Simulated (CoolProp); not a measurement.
A simple Rankine cycle with the fluoroketone C6F12O (FK-5-1-12): condensing at 296.15 K, boiler at 1.52 MPa, turbine inlet 445.7 K, turbine efficiency 0.7, pump efficiency 0.8, no recuperator. Each further row changes one setting.

Computed with CoolProp (reference Helmholtz-energy equation of state, McLinden 2015).

```tsv
case	thermal efficiency (%)	net work (kJ/kg)	heat in (kJ/kg)	turbine exit temperature (K)	volume ratio over the turbine
as stated	11.2	24.4	217	402.5	57.3
turbine inlet 465.7 K	10.9	26.3	241	425.0	51.2
condensing temperature 288.15 K	11.9	26.9	226	399.8	81.4
boiler pressure 1.06 MPa	10.4	23.4	224	411.2	33.6
turbine efficiency 0.6	9.6	20.7	217	406.3	57.9
```
